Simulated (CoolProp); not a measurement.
A single-stage vapour-compression cycle with R410A: evaporating at 226.15 K (dew point), condensing at 292.15 K (bubble point), superheat 8 K, subcooling 5 K, compressor efficiency 0.85, no pressure losses. Each further row changes one setting.

Model: reference Helmholtz-energy equation of state, Lemmon 2003, in CoolProp. It is a pseudo-pure fit of the blend.

```csv
case,cooling COP,pressure ratio,discharge temperature (K),refrigerating effect (kJ/kg),volumetric capacity (kJ/m³)
as stated,2.17,11.2,354.4,186,914
evaporating temperature 231.15 K,2.46,8.82,348.2,189,1160
condensing temperature 287.15 K,2.42,?,346.5,194,953
subcooling 10 K,2.26,11.2,354.4,194,953
superheat 18 K,?,11.2,?,194,908
compressor efficiency 0.75,1.91,11.2,365.6,186,914
```

Problem. What belongs in the gaps?

Solution. 
- condensing temperature 287.15 K, pressure ratio: 9.71
- superheat 18 K, cooling COP: 2.16
- superheat 18 K, discharge temperature (K): 366.4
